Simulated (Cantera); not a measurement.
An isothermal, constant-pressure homogeneous reactor starts with CH₄ : CO₂ = 1 : 0.45 (molar parts), at 1925 K and 1900000 Pa.

Computed with Cantera and GRI-Mech 3.0 (53 species, 325 reactions). GRI-Mech 3.0 stops at C3 and has no aromatics, soot or wall deposition, so with more carbon than oxygen in the feed, carbon stays in small species such as C2H2 where larger ones or solid carbon would form. The pressure lies above the range GRI-Mech 3.0 was tuned for (to about 10 atm).

One state of this run: x CH₄ = 0.0530; x CO₂ = 0.00770; x CH₂ = 1.90e-7; x CH₂CO = 2.70e-5; x CO = 0.277; x HCO = 3.50e-7. x: mole fraction; the columns are a selection and need not sum to one.

Problem. Which value of t (s) does it belong to?
(A) 2.86
(B) 0.00926
(C) 0.0292
(D) 0.289

Solution. B, 0.00926
